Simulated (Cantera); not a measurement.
Input: 1 mol Si3N4, 0.44 mol C, 5 mol H2, held at 2775 K.

These are equilibrium values from Cantera (NASA tables, ideal gas, pure condensed phases), not measurements of a reactor. Candidate condensed phases: C, C6H6, C7H8, C8H18, Si, SiC, Si3N4; 105 gas species. Mutual solubility and eutectic melting of coexisting phases are not modelled. Gases not in the tables: Si2H6 and higher silanes. Rates play no part.

**Question.** Which condensed phases are stable at each of these points (P (Pa)): 1, 10, 100, 1000, 10000, 100000, 1000000?

**Answer.** 
```csv
P (Pa),condensed phases,Si condensed (%)
1,gas only,0.0
10,gas only,0.0
100,gas only,0.0
1000,gas only,0.0
10000,gas only,0.0
100000,Si(l) + SiC(s),84.7
1000000,Si(l) + SiC(s),97.8
```

From 1.00 Pa to 0.100 bar nothing is condensed. From 1.00 bar to 10.0 bar the condensed part is Si(l) + SiC(s).
